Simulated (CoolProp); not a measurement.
Model: reference Helmholtz-energy equation of state, Lemmon 2006, in CoolProp. It is a short technical equation, of lower accuracy than the large ones.

Problem. For n-nonane, give the phase and the density (kg/m³), expansivity (1/kK) at 511.3 K and 2710 kPa; 511.3 K and 4370 kPa.

Solution. 
- 511.3 K and 2710 kPa: liquid; density 527, expansivity 2.26
- 511.3 K and 4370 kPa: liquid; density 534, expansivity 2.04
